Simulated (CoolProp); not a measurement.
Saturation properties of ethanol.

The numbers come from the reference Helmholtz-energy equation of state, Schroeder 2014 in CoolProp.

```csv
T (K),p (MPa),liquid density (kg/m³),vapour density (kg/m³),liquid cp (kJ/(kg K))
365.4,0.1707,___,2.713,3.084
371.6,0.2125,715.7,3.345,3.155
377.8,0.2623,708.9,4.096,3.230
384,0.3213,701.8,4.979,3.307
390.2,0.3904,694.4,6.015,___
396.4,0.4711,686.7,7.222,3.468
402.6,0.5645,678.7,8.622,3.551
408.8,0.6720,670.3,10.24,3.636
415,0.7949,661.6,12.10,3.721
421.1,0.9324,652.5,14.20,3.805
427.3,1.090,642.9,16.64,3.889
433.5,1.268,___,19.43,3.973
439.7,1.467,622.3,22.61,4.056
445.9,___,611.2,26.23,4.141
452.1,1.936,599.6,30.35,4.232
```

**Question.** Complete the blanks.

**Answer.** 
- 365.4, liquid density (kg/m³): 722.3
- 390.2, liquid cp (kJ/(kg K)): 3.386
- 433.5, liquid density (kg/m³): 632.9
- 445.9, p (MPa): 1.690

It boils at 351.6 K under 1 atm.
